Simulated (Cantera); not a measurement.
## Fe2O3 + H2 (hydrogen reduction and annealing atmospheres)

Input: 1 mol Fe2O3, a varied amount of H2, held at 9000 Pa.

Method: chemical equilibrium by Gibbs-energy minimisation in Cantera with the NASA 1993 tables (ideal gas, pure condensed phases). Candidate condensed phases: Fe, FeO, Fe(OH)2, Fe(OH)3, Fe2O3, Fe3O4, H2O; 12 gas species. Equilibrium is a limit: real reactors are often held back by kinetics, nucleation or transport.

Stable condensed phases:

```
T in K \ n(H2) in mol
          220  380  540  700  860 1000 1200 1300 1500 1700 1800 2000
   2000     A    A    B    B    B    B    B    B    B    B    B    B
   1950     A    A    A    A    A    B    B    B    B    B    B    B
   1900     A    A    A    A    A    A    A    A    A    B    B    B
   1850     A    A    A    A    A    A    A    A    A    A    A    A
   1800     A    A    A    A    A    A    A    A    A    A    A    A
   1750     A    A    A    A    A    A    A    A    A    A    A    A
   1700     A    A    A    A    A    A    A    A    A    A    A    A
   1650     A    A    A    A    A    A    A    A    A    A    A    A
   1600     A    A    A    A    A    A    A    A    A    A    A    A
   1550     A    A    A    A    A    A    A    A    A    A    A    A
   1500     A    A    A    A    A    A    A    A    A    A    A    A
   1450     A    A    A    A    A    A    A    A    A    A    A    A
```

A: Fe; B: gas only.
